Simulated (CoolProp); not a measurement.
Vapour-liquid equilibrium of R143a (1) + R152A (2) at 29.15 °C; x and y are mole fractions of (1).

The numbers come from the multi-fluid Helmholtz-energy mixture model, Lemmon and Jacobsen 2000 and Outcalt 1996; pair parameters Bell 2016 in CoolProp.

| x | bubble pressure, mixture model (kPa) | bubble pressure, Raoult's law (kPa) | y, mixture model | y, Raoult's law |
|---|---|---|---|---|
| 0.05 | 718.8 | 709.7 | 0.099 | 0.099 |
| 0.2 | 845.3 | 819.3 | 0.329 | 0.343 |
| 0.35 | 960.3 | 928.8 | … | 0.529 |
| 0.5 | … | 1038 | … | 0.676 |
| 0.65 | 1170 | 1148 | 0.753 | 0.795 |
| 0.8 | … | 1257 | … | 0.893 |
| 0.95 | 1370 | 1367 | … | 0.975 |

Q: What belongs in the gaps?

A: 
- 0.35, y, mixture model: 0.498
- 0.5, bubble pressure, mixture model (kPa): 1068
- 0.5, y, mixture model: 0.635
- 0.8, bubble pressure, mixture model (kPa): 1271
- 0.8, y, mixture model: 0.862
- 0.95, y, mixture model: 0.966

The largest gap from Raoult's law is +3.4 % in bubble pressure, at x = 0.35. No azeotrope shows between x = 0.05 and 0.95.

Pair parameters are fitted to limited data, so mixtures are less certain than the pure fluids.
